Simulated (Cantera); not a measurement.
Charge: 1 mol SiCl4, 2.3 mol HCl, 8.5 mol H2, equilibrated at 495 Torr.

These are equilibrium values from Cantera (NASA tables, ideal gas, pure condensed phases), not measurements of a reactor. Candidate condensed phases: Si; 19 gas species. The tables' values for SiCl3 are old estimates; treat these amounts as uncertain. Equilibrium is a limit: real reactors are often held back by kinetics, nucleation or transport.

x: gas mole fraction; nothing condenses.

```
T (K)   x H2  x HCl  x SiCl4   x SiCl2   x SiCl3  x SiHCl3  x SiH2Cl2
-----  -----  -----  -------  --------  --------  --------  ---------
600    0.720  0.195   0.0847    <1e-12  3.96e-11   8.61e-6   4.38e-11
675    0.720  0.195   0.0847    <1e-12   2.07e-9       [?]        [?]
750    0.720  0.195   0.0846  5.11e-12   4.84e-8  0.000141    1.73e-8
825    0.720  0.195   0.0844  4.15e-10   6.30e-7  0.000385    1.48e-7
900    0.719  0.196   0.0839   1.59e-8   5.28e-6  0.000875    8.66e-7
975    0.719  0.197   0.0830   3.38e-7   3.15e-5   0.00173    3.79e-6
1050   0.717  0.198   0.0815   4.53e-6  0.000143   0.00306    1.31e-5
1125   0.715  0.200   0.0792   4.16e-5  0.000517   0.00491    3.73e-5
1200   0.711  0.204   0.0756  0.000275   0.00154   0.00716    8.89e-5
1275   0.705  0.211   0.0697   0.00135   0.00380   0.00942   0.000177
1350   0.694  0.222   0.0604   0.00483   0.00765    0.0108   0.000283
1425   0.677  0.240   0.0475    0.0125    0.0123    0.0105   0.000354
1500   0.656    [?]      [?]       [?]    0.0159       [?]   0.000352
1575   0.635  0.284   0.0203    0.0373    0.0170   0.00605   0.000298
```

Task: Complete the blanks.

Result: 
- 675, x SiHCl3: 4.11e-5
- 675, x SiH2Cl2: 1.23e-9
- 1500, x HCl: 0.262
- 1500, x SiCl4: 0.0330
- 1500, x SiCl2: 0.0242
- 1500, x SiHCl3: 0.00855
